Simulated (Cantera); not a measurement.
Mixture: CH4 : O2 : N2 = 1 : 0.909 : 3.42 (molar parts), equivalence ratio 2.2, at 750 Torr, adiabatic and at constant pressure. Ignition delay is the time to a rise of 400 K.

Detailed kinetics in Cantera: GRI-Mech 3.0 (53 species, 325 reactions).

### Question
What does this change do: 0.0066 parts H2 added?

### Answer
| quantity | before | after |
|---|---|---|
| delay at 1200 K | 71.4 ms | 66.3 ms |
| delay at 1350 K | 9.62 ms | 9.18 ms |
| delay at 1500 K | 1.67 ms | 1.62 ms |
| delay at 1650 K | 0.393 ms | 0.385 ms |
| delay at 1800 K | 0.127 ms | 0.125 ms |
| apparent activation energy between 1725 and 1875 K | 180 kJ/mol | 180 kJ/mol |
